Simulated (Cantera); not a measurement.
Feed: 1 mol B2H6, 0.14 mol O2, equilibrated at 900 °C and 15.0 mbar.

Equilibrium computed with Cantera from the NASA thermochemical tables; the gas is ideal and each condensed phase is pure. Candidate condensed phases: B, B2O3, B3O3H3, H2O; 23 gas species. The feed counts by its element totals alone. Mutual solubility and eutectic melting of coexisting phases are not modelled. Rates play no part.

Base state: H2 0.999, B3O3H3 0.000831, HBO 0.000300 (mole fractions); condensed: B(s) + B2O3(l).

Problem. What changes in the equilibrium state with this change: B2H6 replaced by BF3?

Solution. 
```csv
species,before,after
BF3,0,0.877
O2,<1e-9,0.123
H2,0.999,0
B3O3H3,0.000831,0
HBO,0.000300,0
"B(s), mol",1.81,0
"B2O3(l), mol",0.0905,0
```
